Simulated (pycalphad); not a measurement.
Computed with pycalphad from the COST 507 light-alloy database (1999), at 1 atm. These are 1990s assessments: newer ones move some temperatures and phases. Phase fractions are per mole of atoms.

Problem. Give the equilibrium state of Ti-0.34Hf-4.09B (at.%) at 1850 K.

Solution. 
```
T = 1850.00 K, P = 101325 Pa, N = 1 mol of atoms
G = -116657 J/mol, H = 60062 J/mol, S = 95.52 J/(mol K)  (SER reference)
chemical potentials (J/mol): Ti -112186, Hf -228718, B -211818
phase             fraction      x(Ti)      x(Hf)       x(B)
LIQUID              0.8938     0.9510     0.0034     0.0456
BCC_A2              0.1062     0.9949     0.0037     0.0015
```

Problem. Give the equilibrium state of Ti-0.34Hf-4.09B (at.%) at 1050 K.

Solution. hcp, fraction 0.921, with 0.37 Hf, 0.13 B at.%; BM, fraction 0.079, with 0.02 Hf, 50.0 B at.%.

Database names, with the compositions (at.%) that they take in these runs: BM: Ti 50 B 50. BCC_A2 is bcc.
